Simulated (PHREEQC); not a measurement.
A solution holds 0.041 mol KOH and 3.2e-05 mol Na2SiO3 per kg of water, at 90 °C. Closed to the air; pH follows from the charge balance.

All values are PHREEQC results (ion-association model, phreeqc.dat), not measurements.

| quantity | before | after |
|---|---|---|
| pH | 10.92 | 10.65 |
| H3SiO4- (mol/kgw) | 2.67e-5 | 1.44e-5 |
| H2SiO4-2 (mol/kgw) | 4.89e-6 | 1.22e-6 |
| H4SiO4 (mol/kgw) | 3.71e-7 | 4.00e-7 |
| SI of Quartz (SiO2) | -3.23 | -3.20 |

**Question.** Which change was made?
A) temperature from 90 to 25 °C
B) diluted 2-fold with water
C) KOH left out
D) KOH from 0.041 to 0.41 mol/kgw
E) Na2SiO3 from 3.2e-05 to 2.88e-05 mol/kgw

**Answer.** B, diluted 2-fold with water

Precipitation was switched off in this run. Away from 25 °C the constants follow the database's enthalpies or fits; those with neither stay at their 25 °C values.
